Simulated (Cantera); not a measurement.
Feed: 1 mol SiH₂Cl₂, 18 mol H₂O, 13 mol N₂, held at 652 °C and 0.190 bar.

Cantera equilibrium calculation (NASA polynomials, part measured and part estimated; ideal gas, pure solids and liquids). Candidate condensed phases: H₂O, NH₄Cl, Si, SiO₂, Si₂N₂O, Si₃N₄; 47 gas species. Kinetics and transport are ignored.

Base state: H₂O 0.485, N₂ 0.394, HCl 0.0606, H₂ 0.0606 (mole fractions); condensed: SiO₂(β-quartz).

### Question
What changes in the equilibrium state with this change: H₂O from 18 to 0.14 mol?

### Answer
| species | before | after |
|---|---|---|
| N₂ | 0.394 | 0.865 |
| HCl | 0.0606 | 0.0876 |
| H₂ | 0.0606 | 0.0350 |
| H₂O | 0.485 | <1e-9 |
| SiCl₄ | <1e-9 | 0.0127 |
| SiHCl₃ | <1e-9 | 1.84e-5 |
| SiO₂(β-quartz), mol | 1.00 | 0 |
| Si₂N₂O(s), mol | 0 | 0.140 |
| Si₃N₄(s), mol | 0 | 0.179 |
N₂ is the only nitrogen source here; it is nearly inert below about 1500 K, so the nitride shown seldom forms there in practice.
